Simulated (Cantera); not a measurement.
Hydrocarbon pyrolysis for carbon deposition

An isothermal, constant-pressure homogeneous reactor starts with 20.8 % CH₄, 79.2 % H₂, at 1800 K and 750 Torr.

Model: GRI-Mech 3.0 (53 species, 325 reactions), integrated in Cantera. GRI-Mech 3.0 stops at C3 and has no aromatics, soot or wall deposition, so with more carbon than oxygen in the feed, carbon stays in small species such as C2H2 where larger ones or solid carbon would form.

```csv
t (s),x CH₄,x H₂,x H,x C₂H₂,x C₂H₄,x CH₂,x CH₃
0.000100,0.205,0.792,0.000248,6.52e-5,0.000453,3.77e-7,0.00128
0.000446,0.196,0.798,0.000267,0.00266,0.00199,4.11e-7,0.00131
0.00199,0.161,0.819,0.000278,0.0174,0.00187,3.54e-7,0.00109
0.00888,0.0891,0.861,0.000304,0.0477,0.00144,2.23e-7,0.000631
0.0396,0.0307,0.895,0.000332,0.0720,0.00155,9.15e-8,0.000229
0.177,0.0144,0.905,0.000343,0.0787,0.00165,4.68e-8,0.000110
0.788,0.0140,0.905,0.000343,0.0789,0.00166,4.54e-8,0.000107
3.52,0.0140,0.905,0.000343,0.0789,0.00166,4.54e-8,0.000107
15.7,0.0140,0.905,0.000343,0.0789,0.00166,4.54e-8,0.000107
70.0,0.0140,0.905,0.000343,0.0789,0.00166,4.54e-8,0.000107
```
x: mole fraction; the columns are a selection and need not sum to one.

Equilibrium at this temperature and pressure: CH₄ 0.0140, H₂ 0.905, H 0.000343, C₂H₂ 0.0789, C₂H₄ 0.00166, CH₂ 4.54e-8, CH₃ 0.000107 (gas phase only).
